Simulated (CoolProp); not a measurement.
Properties of C2F6 (R116) along the isotherm 41.95 °C (Tc = 19.9 °C, pc = 3.048 MPa, ω = 0.257).

Computed with CoolProp (reference Helmholtz-energy equation of state, Lemmon 2006). It is a short technical equation, of lower accuracy than the large ones.

```csv
p (MPa),phase,density (kg/m³),Joule-Thomson coefficient (K/MPa),isothermal compressibility (1/MPa),expansivity (1/kK)
0.286,gas,15.45,7.231,3.587,3.460
0.571,gas,31.67,7.466,1.847,3.790
0.857,gas,48.90,7.720,1.269,4.176
1.14,gas,67.03,7.987,0.9872,4.624
1.43,gas,86.92,8.280,0.8182,5.172
1.71,gas,107.6,8.581,0.7136,5.810
2,gas,130.9,8.911,0.6410,6.619
2.29,gas,156.4,9.256,0.5922,7.631
2.57,gas,183.8,9.597,0.5616,8.875
2.86,gas,215.7,9.945,0.5438,10.56
3.14,supercritical,250.9,10.25,0.5384,12.73
3.43,supercritical,293.5,10.49,0.5450,15.84
3.71,supercritical,342.6,10.57,0.5627,20.06
4,supercritical,404.8,10.35,0.5875,26.09
4.29,supercritical,480.9,9.613,0.5944,33.08
4.57,supercritical,564.5,8.353,0.5363,36.87
```
